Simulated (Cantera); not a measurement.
Input (Python, Cantera):

```python
import numpy as np
import cantera as ct

gas = ct.Solution("gri30.yaml")
gas.TPX = 1450, 1000000, {'CH2O': 0.01, 'O2': 0.017, 'N2': 1}
inlet = ct.Reservoir(gas, clone=True)

reactor = ct.IdealGasConstPressureReactor(gas, energy="off", clone=False)
exhaust = ct.Reservoir(gas, clone=True)
tau = [11, 4.9, 2.3, 1.1, 0.49, 0.23, 0.11, 0.05, 0.023, 0.011, 0.005][0]
for a, b in ((inlet, reactor), (reactor, exhaust)):
    ct.MassFlowController(a, b, mdot=lambda t: reactor.mass / tau)
net = ct.ReactorNet([reactor])
show = ['CH2O', 'O2', 'O', 'H2', 'CH2CO', 'C2H2', 'H2O']

rows = []
print(f"{'tau/s':>10s}{'T/K':>9s}" + "".join(f"{s:>11s}" for s in show))
for tau in [11, 4.9, 2.3, 1.1, 0.49, 0.23, 0.11, 0.05, 0.023, 0.011, 0.005]:
    net.initial_time = 0.0
    net.advance(30 * tau)
    before = gas.X
    net.advance(40 * tau)
    drift = np.max(np.abs(gas.X - before) / (gas.X + 1e-9))
    rows.append([gas.T, *gas[show].X, drift])
    print(f"{tau:10.3e}{gas.T:9.1f}" + "".join(f"{x:11.3e}" for x in gas[show].X))
```

Result:

```
     tau/s      T/K       CH2O         O2          O         H2      CH2CO       C2H2        H2O
 1.100e+01   1450.0  6.055e-08  6.815e-03  2.573e-07  2.592e-07  1.354e-21  7.608e-27  9.733e-03
 4.900e+00   1450.0  1.107e-07  6.817e-03  3.943e-07  4.231e-07  8.220e-21  2.936e-26  9.732e-03
 2.300e+00   1450.0  1.938e-07  6.819e-03  5.967e-07  6.791e-07  4.865e-20  1.341e-25  9.730e-03
 1.100e+00   1450.0  3.335e-07  6.823e-03  9.048e-07  1.091e-06  3.035e-19  7.966e-25  9.728e-03
 4.900e-01   1450.0  6.026e-07  6.832e-03  1.448e-06  1.859e-06  2.499e-18  7.359e-24  9.725e-03
 2.300e-01   1450.0  1.043e-06  6.847e-03  2.278e-06  3.101e-06  1.924e-17  6.820e-23  9.721e-03
 1.100e-01   1450.0  1.770e-06  6.873e-03  3.588e-06  5.172e-06  1.451e-16  6.355e-22  9.716e-03
 5.000e-02   1450.0  3.076e-06  6.921e-03  5.900e-06  9.044e-06  1.244e-15  6.940e-21  9.707e-03
 2.300e-02   1450.0  5.203e-06  7.004e-03  9.691e-06  1.581e-05  9.748e-15  6.960e-20  9.692e-03
 1.100e-02   1450.0  8.377e-06  7.133e-03  1.549e-05  2.688e-05  6.273e-14  5.703e-19  9.671e-03
 5.000e-03   1450.0  1.358e-05  7.350e-03  2.523e-05  4.708e-05  4.013e-13  4.764e-18  9.634e-03
```

Computed with Cantera and GRI-Mech 3.0 (53 species, 325 reactions).
